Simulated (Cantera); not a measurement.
An isothermal, constant-pressure homogeneous reactor starts with 98.6 % N₂O, 1.38 % H₂O, at 1250 K and 0.0513 atm.

Detailed kinetics in Cantera: GRI-Mech 3.0 (53 species, 325 reactions). GRI-Mech 3.0 was tuned for natural gas; its chemistry of N2O as a main component is partial and can be far from experiment. The mechanism lacks the step 2 NO + O2 → 2 NO2, which can matter for NO2 below about 1400 K. The temperature is held fixed by assumption; the heat of reaction is taken as removed at once.

Predict: x(N₂O) at 100 s; x(H₂O) at 100 s; x(N₂) at 100 s; x(O) at 100 s; x(H₂) at 100 s.


```
Property                                          Result
---------------  ---------------------------------------
x(N₂O) at 100 s  0.00106 (gas-phase equilibrium 4.63e-9)
x(H₂O) at 100 s  0.00925 (gas-phase equilibrium 0.00924)
x(N₂) at 100 s       0.624 (gas-phase equilibrium 0.660)
x(O) at 100 s    3.43e-7 (gas-phase equilibrium 1.76e-7)
x(H₂) at 100 s   5.15e-9 (gas-phase equilibrium 2.45e-9)
```
